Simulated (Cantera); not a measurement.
A closed system holds: 1 mol HMDSO, 1.8 mol NO, 5.3 mol H2, at 14.0 Pa.

Equilibrium computed with Cantera from the NASA thermochemical tables; the gas is ideal and each condensed phase is pure. Candidate condensed phases: C, C6H6, C7H8, C8H18, H2O, Si, SiC, SiO2, Si2N2O, Si3N4; 151 gas species. The feed counts by its element totals alone. Mutual solubility and eutectic melting of coexisting phases are not modelled. Equilibrium is a limit: real reactors are often held back by kinetics, nucleation or transport.

Q: At 1023 K, list the 3 most abundant gas species with their mole fractions, and the condensed phases.

A: H2 0.931, CO 0.0550, N2 0.0142. Condensed: C(graphite) + SiO2(β-quartz) + Si2N2O(s).
